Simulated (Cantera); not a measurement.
Cantera run, input and output.

```python
import numpy as np
import cantera as ct

gas = ct.Solution("gri30.yaml")
gas.TPX = 1350, 1300, {'N2O': 1, 'H2O': 0.0065}
reactor = ct.IdealGasConstPressureReactor(gas, energy="off", clone=False)
net = ct.ReactorNet([reactor])
net.rtol, net.atol = 1e-08, 1e-18
show = ['N2O', 'H2O', 'H', 'H2O2', 'NO']
times = np.geomspace(1e-06, 7, 12)

steps = ct.SolutionArray(gas, extra=["t"])
rows = []
print(f"{'t/s':>10s}{'T/K':>9s}{'P/Pa':>11s}" + "".join(f"{s:>11s}" for s in show))
for t in times:
    while net.time < t:
        t_next = net.step()
        steps.append(gas.state, t=t_next)
    rows.append([np.interp(t, steps.t, y) for y in (steps.T, steps.P, *steps(*show).X.T)])
    print(f"{t:10.3e}{rows[-1][0]:9.1f}{rows[-1][1]:11.4g}" + "".join(f"{x:11.3e}" for x in rows[-1][2:]))
rate = np.gradient(steps.T, steps.t)
print("integrator steps:", len(steps.t))
if steps.T.max() > steps.T[0] + 200:
    print(f"time of steepest temperature rise: {steps.t[rate.argmax()]:.4e} s")
gas.TPX = 1350, 1300, {'N2O': 1, 'H2O': 0.0065}
gas.equilibrate("TP")
print(f"equilibrium (TP): T = {gas.T:.1f} K  " + "  ".join(f"{s} {gas[s].X[0]:.3e}" for s in show))
```

It prints:

```
       t/s      T/K       P/Pa        N2O        H2O          H       H2O2         NO
 1.000e-06   1350.0       1300  9.935e-01  6.458e-03  7.610e-18  3.438e-24  3.060e-11
 4.191e-06   1350.0       1300  9.935e-01  6.458e-03  3.936e-17  1.058e-21  5.355e-10
 1.756e-05   1350.0       1300  9.935e-01  6.458e-03  2.363e-15  3.205e-19  9.262e-09
 7.359e-05   1350.0       1300  9.935e-01  6.458e-03  4.190e-13  9.497e-17  1.527e-07
 3.084e-04   1350.0       1300  9.935e-01  6.458e-03  2.923e-11  2.389e-14  2.092e-06
 1.292e-03   1350.0       1300  9.934e-01  6.457e-03  4.241e-10  4.138e-12  1.765e-05
 5.416e-03   1350.0       1300  9.927e-01  6.454e-03  2.104e-09  5.625e-10  8.955e-05
 2.270e-02   1350.0       1300  9.901e-01  6.442e-03  7.229e-09  2.563e-08  3.850e-04
 9.512e-02   1350.0       1300  9.790e-01  6.413e-03  1.198e-08  1.701e-08  1.549e-03
 3.986e-01   1350.0       1300  9.346e-01  6.315e-03  1.368e-08  3.726e-09  6.212e-03
 1.670e+00   1350.0       1300  7.753e-01  5.970e-03  1.622e-08  5.875e-10  2.322e-02
 7.000e+00   1350.0       1300  3.859e-01  5.130e-03  2.366e-08  1.717e-10  6.468e-02
integrator steps: 1058
equilibrium (TP): T = 1350.0 K  N2O 4.255e-09  H2O 4.308e-03  H 2.443e-09  H2O2 2.244e-11  NO 6.277e-04
```

Computed with Cantera and GRI-Mech 3.0 (53 species, 325 reactions). GRI-Mech 3.0 was tuned for natural gas; its chemistry of N2O as a main component is partial and can be far from experiment. Radical loss at walls, strong at low pressure, is not modelled. The mechanism lacks the step 2 NO + O2 → 2 NO2, which can matter for NO2 below about 1400 K. The temperature is held fixed by assumption; the heat of reaction is taken as removed at once.
